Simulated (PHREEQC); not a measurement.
## Sulfide liquor

A solution holds 0.042 mol/kgw Na2S, 0.2 mol/kgw NaHCO3 and 0.0065 mol/kgw FeCl2, at 60 °C. Closed to the air; pH follows from the charge balance.

All values are PHREEQC results (ion-association model, phreeqc.dat), not measurements.

No solid was allowed to form.

**Question.** What pH, specific conductance, ionic strength does the model give?

**Answer.** pH 8.35; specific conductance 32800 µS/cm; ionic strength 0.245 mol/kgw.

**Question.** In which forms is C present?

**Answer.** HCO3- 74 %, NaCO3- 18 %, NaHCO3 4.1 %, CO3-2 3.2 % of the C.

Examples of supersaturated solids here: Siderite. Others may be too. Complexes and solids missing from the database can't appear. Constants without temperature data keep their 25 °C values here.
